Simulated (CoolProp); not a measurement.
Carbon dioxide along the isobar 37400 kPa: fugacity coefficient from the reference equation and from simpler models built on Tc = 31.0 °C, pc = 7377 kPa, ω = 0.224; each cubic takes its own stable root.

Values from CoolProp's reference Helmholtz-energy equation of state, Span 1996.

```json
[
 {"T (°C)": "7.95", "phase": "liquid", "reference": "0.1607"},
 {"T (°C)": "28.95", "phase": "liquid", "reference": "0.2296"},
 {"T (°C)": "49.85", "phase": "supercritical", "reference": "0.3055"},
 {"T (°C)": "70.85", "phase": "supercritical", "reference": "0.3849"},
 {"T (°C)": "91.85", "phase": "supercritical", "reference": "0.4637"},
 {"T (°C)": "112.75", "phase": "supercritical", "reference": "0.5381"},
 {"T (°C)": "133.75", "phase": "supercritical", "reference": "0.6069"},
 {"T (°C)": "154.65", "phase": "supercritical", "reference": "0.6684"},
 {"T (°C)": "175.65", "phase": "supercritical", "reference": "0.7230"},
 {"T (°C)": "196.65", "phase": "supercritical", "reference": "0.7708"},
 {"T (°C)": "217.55", "phase": "supercritical", "reference": "0.8123"},
 {"T (°C)": "238.55", "phase": "supercritical", "reference": "0.8485"},
 {"T (°C)": "259.45", "phase": "supercritical", "reference": "0.8798"}
]
```

Question: How far does each simpler model (Redlich-Kwong, Peng-Robinson) lie from the reference over these 13 states: mean and median of the absolute difference, and the worst?

Answer: 
- Redlich-Kwong: mean 5.7 %, median 5.7 %, worst +15.2 % at 7.95 °C and 37400 kPa
- Peng-Robinson: mean 0.9 %, median 0.6 %, worst -2.9 % at 7.95 °C and 37400 kPa
